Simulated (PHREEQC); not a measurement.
1.1 g of hydrous ferric oxide (600 m²/g; 0.2 weak and 0.005 strong sites per Fe, Dzombak-Morel constants, diffuse double layer) in 1 kg of water with 0.005 mol/kgw of an inert sodium salt and 0.00029 mol Na2SO4 and 5.2e-06 mol Na2SeO4, at 25 °C; the pH is set by adding NaOH or the inert anion's acid. Oxygen alone is held at its pressure in air (log pO2 = -0.68). CO2 from the air is kept out. Nothing may precipitate in this run.

The series has 13 steps of pH, from 4 to 10.

The numbers come from PHREEQC with the ion-association model, wateq4f.dat.

Q: Near which pH is half of the S sorbed, and on which side is more sorbed?

A: Near pH 6.8, with more sorbed at lower pH.

Q: Near which pH is half of the Se sorbed, and on which side is more sorbed?

A: Near pH 6.8, with more sorbed at lower pH.
